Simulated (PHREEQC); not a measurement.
A PHREEQC speciation (ion-association model, wateq4f.dat) at 20 °C gives pH 5.84 and these molalities:

| species | mol/kgw |
|---|---|
| Zn+2 | 0.00613 |
| SO4-2 | 0.00600 |
| ZnSO4 | 0.00263 |
| Zn(SO4)2-2 | 0.000136 |
| ZnOH+ | 2.09e-6 |
| H+ | 1.64e-6 |

### Question
What are the element totals, and what could have been dissolved in 1 kg of water to give them?

### Answer
One answer among several that fit: totals S(6) 0.00890, Zn 0.00890 mol/kgw, from 8.9 mmol/kgw ZnSO4.

Precipitation was switched off in this run.
